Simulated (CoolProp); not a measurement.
Vapour-liquid equilibrium of diethyl ether (1) + n-hexane (2) at 293.4 K; x and y are mole fractions of (1).

The numbers come from the multi-fluid Helmholtz-energy mixture model, Thol 2014 and Thol 2019; pair parameters Bell 2016 in CoolProp.

Q: Give the bubble pressure and the first vapour's composition at x = 0.2, 0.8, 0.95. Is there an azeotrope?

A: x = 0.2: 0.2719 bar, y = 0.507; x = 0.8: 0.5146 bar, y = 0.924; x = 0.95: 0.5741 bar, y = 0.982. No azeotrope shows between x = 0.05 and 0.95.

Pair parameters are fitted to limited data, so mixtures are less certain than the pure fluids.
